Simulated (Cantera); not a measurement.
Input (Python, Cantera) and output of one run.

```python
import numpy as np
import cantera as ct

gas_names = """
    CL CL2 H HCL H2 Si SiCL SiCL2 SiCL3 SiCL4 SiH SiHCL3 SiH2 SiH2CL2 SiH3 SiH3CL SiH4 Si2 Si3
""".split()
cond_names = """
    Si(cr) Si(L)
""".split()


def load(file, names, dense=False):
    # The tables refer to 1 bar. Condensed volumes are neglected.
    table = {s.name: s for s in ct.Species.list_from_file(file)}
    out = []
    for n in names:
        d = dict(table[n].input_data)
        d["thermo"] = dict(d["thermo"], **{"reference-pressure": 1e5})
        if dense:
            d["equation-of-state"] = {"model": "constant-volume", "density": "1e6 g/cm^3"}
        out.append(ct.Species.from_dict(d))
    return out


gas = ct.Solution(thermo="ideal-gas", species=load("nasa_gas.yaml", gas_names))
cond = {s.name: ct.Solution(thermo="fixed-stoichiometry", species=[s], name=s.name)
        for s in load("nasa_condensed.yaml", cond_names, dense=True)}
atoms = {
    'Si': {'Si': 1},
    'Cl2': {'CL': 2},
    'H2': {'H': 2},
}
top_T = {}  # K; cautious upper limits of use, not melting points


def equilibrate(T, P, feed):
    n = {}
    for name, mol in feed.items():
        for a, k in atoms[name].items():
            n[a] = n.get(a, 0.0) + k * mol
    gas.TPX = T, P, n
    mass = sum(n.values()) * gas.mean_molecular_weight
    gas.equilibrate("TP")
    valid = [c for c in cond.values() if c.min_temp <= T <= top_T.get(c.name, c.max_temp)]
    mix = ct.Mixture([(gas, mass / gas.mean_molecular_weight)] + [(c, 0.0) for c in valid])
    mix.T, mix.P = T, P
    mix.equilibrate("TP", solver="vcs", rtol=1e-11, max_steps=5000)
    return mix


results = []
feed = {'Si': 1, 'Cl2': 0.73, 'H2': 14}  # mol
P = 13332.2  # Pa
for T in [573, 673, 773, 873, 973, 1073, 1173, 1273, 1373, 1473, 1573, 1673, 1773]:
    mix = equilibrate(T, P, feed)
    results.append((T, P, feed, dict(zip(mix.species_names, mix.species_moles))))

top = {s: max(r[3][s] / sum(r[3][g] for g in gas_names) for r in results) for s in gas_names}
cols = sorted((s for s in top if top[s] > 1e-05), key=lambda s: -top[s])[:6]
seen = [c for c in cond_names if any(r[3].get(c, 0) > 1e-12 for r in results)]
print("log10 of partial pressures in bar; condensed amounts in mol")
print(f"{'T/K':>10s}" + "".join(f"{s[:9]:>10s}" for s in cols + seen))
for T, P, feed, n in results:
    ng = sum(n[g] for g in gas_names)
    print(f"{T:10.4g}" + "".join(f"{np.log10(max(n[s] / ng * P / 1e5, 1e-99)):10.3f}" for s in cols)
          + "".join(f"{n.get(c, 0):10.4g}" for c in seen))
```

Output:

```
log10 of partial pressures in bar; condensed amounts in mol
       T/K        H2       HCL     SiCL4     SiCL2    SiHCL3     SiCL3    Si(cr)     Si(L)
       573    -0.888    -5.555    -2.646   -10.646    -2.829    -8.324    0.5928         0
       673    -0.888    -4.578    -2.639    -8.465    -2.847    -6.887    0.5945         0
       773    -0.888    -3.859    -2.636    -6.857    -2.867    -5.827    0.5988         0
       873    -0.889    -3.310    -2.644    -5.629    -2.892    -5.021    0.6097         0
       973    -0.891    -2.884    -2.676    -4.671    -2.933    -4.402    0.6328         0
      1073    -0.895    -2.553    -2.754    -3.922    -3.008    -3.940     0.671         0
      1173    -0.900    -2.308    -2.928    -3.359    -3.153    -3.641    0.7166         0
      1273    -0.907    -2.153    -3.271    -2.986    -3.423    -3.537    0.7508         0
      1373    -0.910    -2.082    -3.813    -2.795    -3.840    -3.637    0.7631         0
      1473    -0.912    -2.063    -4.449    -2.716    -4.325    -3.850    0.7619         0
      1573    -0.912    -2.061    -5.065    -2.680    -4.794    -4.082    0.7565         0
      1673    -0.912    -2.064    -5.624    -2.658    -5.219    -4.301    0.7502         0
      1773    -0.913    -2.050    -6.126    -2.680    -5.618    -4.518         0    0.7638
```

Equilibrium computed with Cantera from the NASA thermochemical tables; the gas is ideal and each condensed phase is pure. The tables' values for SiCl3, SiCl are old estimates; treat these amounts as uncertain. Gases not in the tables: Si2H6 and higher silanes.
